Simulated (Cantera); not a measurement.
Transport properties of process gases

Gas mixture: CO₂ : H₂ : H₂O = 0.29 : 0.72 : 0.88 (molar parts), at 0.698 Torr, frozen composition.

Cantera's kinetic-theory transport with the Lennard-Jones parameters of GRI-Mech 3.0, ideal gas; thermal conductivity in the mixture-averaged form. Polar gases are described roughly by these parameters.

| T (K) | ρ (kg/m³) | cp (J/kg/K) | μ (µPa s) | λ (mW/m/K) | Pr | D (cm²/s) O | D (cm²/s) CH₄ | D (cm²/s) OH |
|---|---|---|---|---|---|---|---|---|
| 400 | 0.000445 | 2102 | 16.1 | 78.8 | 0.430 | 841 | 543 | 828 |
| 600 | 0.000297 | 2220 | 23.7 | 113 | 0.464 | 1720 | 1140 | 1700 |
| 800 | 0.000222 | 2339 | 30.7 | 149 | 0.484 | 2830 | 1910 | 2790 |
| 1000 | 0.000178 | 2455 | 37.3 | 185 | 0.496 | 4140 | 2810 | 4080 |
| 1200 | 0.000148 | 2570 | 43.5 | 221 | 0.506 | 5640 | 3850 | 5550 |
| 1400 | 0.000127 | 2673 | 49.4 | 257 | 0.513 | 7300 | 5010 | 7190 |
| 1600 | 0.000111 | 2765 | 54.9 | 293 | 0.519 | 9130 | 6270 | 8990 |
| 1800 | 9.89e-5 | 2846 | 60.2 | 328 | 0.523 | 11100 | 7650 | 10900 |
| 2000 | 8.90e-5 | 2917 | 65.2 | 362 | 0.526 | 13200 | 9130 | 13000 |
D: mixture-averaged diffusion coefficient of that species in the mixture.
